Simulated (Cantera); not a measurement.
## Ignition delay

Mixture: 15.3 % CH4, 1.25 % H2, 16.3 % O2, 63.9 % N2, 3.21 % H2O, equivalence ratio 1.9, at 28.0 bar, adiabatic and at constant pressure. Ignition delay is the time to a rise of 400 K.

Cantera simulation using GRI-Mech 3.0 (53 species, 325 reactions); the numbers are that mechanism's predictions, not measurements. The pressure lies above the range GRI-Mech 3.0 was tuned for (to about 10 atm). Below about 1000 K GRI-Mech 3.0 lacks low-temperature oxidation paths. Below about 950 K walls govern HO2 and H2O2 in real vessels.

| T0 (K) | delay (ms) |
|---|---|
| 875 | 142 |
| 950 | 21.4 |
| 1025 | 4.97 |
| 1100 | 1.68 |
| 1175 | 0.762 |
| 1250 | 0.409 |
| 1325 | 0.235 |
| 1400 | 0.137 |
| 1475 | 0.0794 |

```yaml
apparent activation energy between 1325 and 1475 K: 120 kJ/mol
```
